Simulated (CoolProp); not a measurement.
Vapour-liquid equilibrium of benzene (1) + o-xylene (2) at 0.0194 MPa; x and y are mole fractions of (1).

Model: multi-fluid Helmholtz-energy mixture model, Thol 2012 and Zhou 2012; pair parameters Bell 2016, in CoolProp.

```json
[
 {"x": "0.05", "bubble temperature, mixture model (K)": "357.9", "bubble temperature, Raoult's law (K)": "356.6", "y, mixture model": "0.252", "y, Raoult's law": "0.290"},
 {"x": "0.125", "bubble temperature, mixture model (K)": "348.5", "bubble temperature, Raoult's law (K)": "347.5", "y, mixture model": "0.527", "y, Raoult's law": "0.545"},
 {"x": "0.2", "bubble temperature, mixture model (K)": "340.2", "bubble temperature, Raoult's law (K)": "340.4", "y, mixture model": "0.698", "y, Raoult's law": "0.691"},
 {"x": "0.275", "bubble temperature, mixture model (K)": "333.4", "bubble temperature, Raoult's law (K)": "334.7", "y, mixture model": "0.801", "y, Raoult's law": "0.782"},
 {"x": "0.35", "bubble temperature, mixture model (K)": "327.8", "bubble temperature, Raoult's law (K)": "330.0", "y, mixture model": "0.863", "y, Raoult's law": "0.842"},
 {"x": "0.425", "bubble temperature, mixture model (K)": "323.4", "bubble temperature, Raoult's law (K)": "326.0", "y, mixture model": "0.902", "y, Raoult's law": "0.884"},
 {"x": "0.5", "bubble temperature, mixture model (K)": "320.0", "bubble temperature, Raoult's law (K)": "322.6", "y, mixture model": "0.928", "y, Raoult's law": "0.914"},
 {"x": "0.575", "bubble temperature, mixture model (K)": "317.3", "bubble temperature, Raoult's law (K)": "319.6", "y, mixture model": "0.946", "y, Raoult's law": "0.937"},
 {"x": "0.65", "bubble temperature, mixture model (K)": "315.1", "bubble temperature, Raoult's law (K)": "317.0", "y, mixture model": "0.958", "y, Raoult's law": "0.955"},
 {"x": "0.725", "bubble temperature, mixture model (K)": "313.2", "bubble temperature, Raoult's law (K)": "314.6", "y, mixture model": "0.969", "y, Raoult's law": "0.968"},
 {"x": "0.8", "bubble temperature, mixture model (K)": "311.6", "bubble temperature, Raoult's law (K)": "312.5", "y, mixture model": "0.977", "y, Raoult's law": "0.979"},
 {"x": "0.875", "bubble temperature, mixture model (K)": "310.2", "bubble temperature, Raoult's law (K)": "310.6", "y, mixture model": "0.985", "y, Raoult's law": "0.988"},
 {"x": "0.95", "bubble temperature, mixture model (K)": "308.7", "bubble temperature, Raoult's law (K)": "308.8", "y, mixture model": "0.994", "y, Raoult's law": "0.996"}
]
```

The largest gap from Raoult's law is -2.6 K in bubble temperature, at x = 0.5. No azeotrope shows between x = 0.05 and 0.95.

The pair parameters rest on a limited set of measurements; away from them the model extrapolates. The gap from Raoult's law changes sign with composition, which may be real or a fault of the pair parameters; it wasn't checked against measurements.
